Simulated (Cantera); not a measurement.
Input: 1 mol SiC, 0.93 mol H2O, 15 mol N2, at 21.0 Torr.

Cantera equilibrium calculation (NASA polynomials, part measured and part estimated; ideal gas, pure solids and liquids). Candidate condensed phases: C, C6H6, C7H8, C8H18, H2O, Si, SiC, SiO2, Si2N2O, Si3N4; 151 gas species. N2 is the only nitrogen source here; it is nearly inert below about 1500 K, so the nitride shown seldom forms there in practice. Mutual solubility and eutectic melting of coexisting phases are not modelled. Rates play no part.

x: gas mole fraction; n: condensed amount in mol.

```csv
T (K),x N2,x H2,x CO,x HCN,x H,x CH4,n C(graphite),n SiO2(β-quartz),n Si2N2O(s)
1073,0.924,0.0590,0.0171,3.60e-6,2.03e-8,4.48e-6,0.730,0.107,0.447
1098,0.915,0.0586,0.0268,5.01e-6,3.58e-8,3.52e-6,0.575,0.00309,0.498
1123,0.914,0.0586,0.0271,6.93e-6,6.16e-8,2.82e-6,0.570,0,0.500
1148,0.914,0.0586,0.0271,9.45e-6,1.04e-7,2.29e-6,0.570,0,0.500
1173,0.914,0.0586,0.0271,1.27e-5,1.71e-7,1.87e-6,0.570,0,0.500
1198,0.914,0.0586,0.0271,[?],[?],[?],0.570,0,0.500
1223,0.914,0.0586,0.0271,2.22e-5,4.35e-7,1.28e-6,0.570,0,0.500
1248,0.914,0.0586,0.0271,2.88e-5,6.76e-7,1.07e-6,0.570,0,0.500
1273,0.914,0.0586,0.0271,3.70e-5,1.03e-6,9.04e-7,0.569,0,0.500
1298,0.914,0.0586,0.0271,4.70e-5,1.55e-6,7.66e-7,0.569,0,0.500
1323,0.914,0.0586,0.0271,5.93e-5,2.29e-6,6.54e-7,0.569,0,0.500
1348,0.914,0.0586,0.0271,7.41e-5,3.35e-6,5.61e-7,0.569,0,0.500
1373,0.914,0.0586,0.0271,[?],[?],[?],0.569,0,0.500
1398,0.914,0.0586,0.0271,0.000113,6.84e-6,4.20e-7,0.568,0,0.500
```

What belongs in the gaps?


- 1373, x HCN: 9.19e-5
- 1373, x H: 4.82e-6
- 1373, x CH4: 4.84e-7
- 1198, x HCN: 1.69e-5
- 1198, x H: 2.75e-7
- 1198, x CH4: 1.54e-6
